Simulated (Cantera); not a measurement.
# Thermal oxidation and active oxidation of silicon: Si + H₂O + H₂

Charge: 1 mol Si, 1.3 mol H₂O, 160 mol H₂, equilibrated at 1 atm.

These are equilibrium values from Cantera (NASA tables, ideal gas, pure condensed phases), not measurements of a reactor. Candidate condensed phases: H₂O, Si, SiO₂; 18 gas species. Mutual solubility and eutectic melting of coexisting phases are not modelled. The tables hold silica as quartz up to 1696 K and as liquid above; real silica turns to tridymite and cristobalite and melts near 1996 K. Equilibrium is a limit: real reactors are often held back by kinetics, nucleation or transport.

From 650 °C to 1250 °C the condensed part is Si(s) + SiO₂(β-quartz). At 1400 °C the condensed part is SiO₂(β-quartz). At 1550 °C the condensed part is SiO₂(condensed). From 1700 °C to 1850 °C nothing is condensed. The main Si-bearing gas is SiH₄ at 650 °C and SiO at 1850 °C.

| T (°C) | log p H₂ | log p SiO | log p H | log p H₂O | n Si(s) | n SiO₂(β-quartz) | n SiO₂(condensed) |
|---|---|---|---|---|---|---|---|
| 650 | 0.01 | -10.80 | -9.61 | -9.90 | 0.350 | 0.650 | 0 |
| 800 | 0.01 | -8.05 | -7.85 | -8.28 | 0.350 | 0.650 | 0 |
| 950 | 0.01 | -5.99 | -6.52 | -7.06 | 0.350 | 0.650 | 0 |
| 1100 | 0.01 | -4.39 | -5.47 | -6.12 | 0.347 | 0.647 | 0 |
| 1250 | 0.01 | -3.11 | -4.63 | -5.37 | 0.287 | 0.587 | 0 |
| 1400 | 0.00 | -2.36 | -3.94 | -4.46 | 0 | 0.295 | 0 |
| 1550 | 0.00 | -2.30 | -3.36 | -3.17 | 0 | 0 | 0.191 |
| 1700 | 0.00 | -2.20 | -2.87 | -2.73 | 0 | 0 | 0 |
| 1850 | 0.00 | -2.21 | -2.44 | -2.73 | 0 | 0 | 0 |
log p: log10 of the partial pressure in bar; n: condensed amount in mol.
